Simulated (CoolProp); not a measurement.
Model: reference Helmholtz-energy equation of state, Zhou 2011, in CoolProp.

Question: Give the vapour pressure (kPa), liquid density (kg/m³), enthalpy of vaporisation (kJ/kg), vapour Z of saturated dimethyl carbonate at 357, 363, 372.2 K.

Answer: 
```
T (K)  p (kPa)  liquid density (kg/m³)  enthalpy of vaporisation (kJ/kg)  vapour Z
-----  -------  ----------------------  --------------------------------  --------
357       82.7                     983                               380     0.975
363        101                     974                               376     0.971
372.2      134                     961                               369     0.964
```
